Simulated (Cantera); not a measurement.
Charge: 1 mol SiH4, 16 mol NH3, held at 1423.15 K and 10.0 Torr.

Method: chemical equilibrium by Gibbs-energy minimisation in Cantera with the NASA 1993 tables (ideal gas, pure condensed phases). Candidate condensed phases: Si, Si3N4; 18 gas species. Kinetics and transport are ignored.

Base state: H2 0.780, N2 0.220, H 5.09e-5 (mole fractions); condensed: Si3N4(s).

Task: What changes in the equilibrium state with this change: NH3 from 16 to 0.46 mol?

Result: 
| species | before | after |
|---|---|---|
| H2 | 0.780 | 0.999 |
| N2 | 0.220 | 0.000721 |
| H | 5.09e-5 | 5.76e-5 |
| Si3N4(s), mol | 0.333 | 0.114 |
| Si(s), mol | 0 | 0.658 |
Mutual solubility and eutectic melting of coexisting phases are not modelled.

Task: What changes in the equilibrium state with this change: SiH4 replaced by SiH2Cl2?

Result: 
| species | before | after |
|---|---|---|
| H2 | 0.780 | 0.720 |
| N2 | 0.220 | 0.220 |
| HCl | 0 | 0.0593 |
| SiCl2 | 0 | 0.000324 |
| SiCl3 | 0 | 1.10e-5 |
| H | 5.09e-5 | 4.89e-5 |
| Si3N4(s), mol | 0.333 | 0.330 |
The tables' values for SiCl3 are old estimates; treat these amounts as uncertain. Further candidate phases: NH4Cl.
